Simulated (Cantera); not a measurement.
# Catalytic combustion on Pt

An isothermal plug-flow reactor at 950 K and 0.590 bar (inlet), inlet velocity 0.17 m/s, active area per volume 2900 1/m; feed CH4 : O2 : N2 = 0.0033 : 0.054 : 0.79 (molar parts), equivalence ratio 0.12.

Detailed kinetics in Cantera: Deutschmann's 1995 Pt surface mechanism with GRI-Mech 3.0 gas chemistry. Catalytic surfaces can have several steady states; this one follows from the mechanism file's or the stated starting coverage. Mass transfer to the wall is taken as infinitely fast.

| z (m) | x CH4 | x O2 | x H2O | x CO2 | x CO | θ free Pt | θ O* | θ OH* |
|---|---|---|---|---|---|---|---|---|
| 0.00069 | 0.00181 | 0.0596 | 0.00417 | 0.00208 | 7.97e-7 | 0.195 | 0.804 | 0.00107 |
| 0.0013 | 0.000908 | 0.0578 | 0.00597 | 0.00298 | 4.01e-7 | 0.197 | 0.802 | 0.00128 |
| 0.0026 | 0.000204 | 0.0564 | 0.00738 | 0.00369 | 9.06e-8 | 0.197 | 0.801 | 0.00142 |
| 0.005 | 1.28e-5 | 0.0560 | 0.00776 | 0.00388 | 5.73e-9 | 0.198 | 0.801 | 0.00146 |
| 0.0096 | 6.55e-8 | 0.0559 | 0.00779 | 0.00389 | 6.77e-11 | 0.198 | 0.801 | 0.00146 |
| 0.019 | 9.86e-11 | 0.0559 | 0.00779 | 0.00389 | 3.27e-11 | 0.198 | 0.801 | 0.00146 |
| 0.036 | <1e-12 | 0.0559 | 0.00779 | 0.00389 | 2.56e-11 | 0.198 | 0.801 | 0.00146 |
| 0.069 | <1e-12 | 0.0559 | 0.00779 | 0.00389 | 1.64e-11 | 0.198 | 0.801 | 0.00146 |
x: gas mole fraction; θ: surface coverage.
